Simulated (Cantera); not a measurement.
Charge: 1 mol CH₃F, 0.03 mol F₂, 0.66 mol H₂, 0.12 mol CH₄, equilibrated at 13.3 mbar.

Cantera equilibrium calculation (NASA polynomials, part measured and part estimated; ideal gas, pure solids and liquids). Candidate condensed phases: C, C₆H₆, C₇H₈, C₈H₁₈; 95 gas species. The numbers say what is thermodynamically allowed, not how fast it happens.

Task: At 2200 K, list the 5 most abundant gas species with their mole fractions, and the condensed phases.

Result: H₂ 0.606, HF 0.355, H 0.0380, C₂H₂ (acetylene) 0.00155, F 1.91e-5. Condensed: C(graphite).
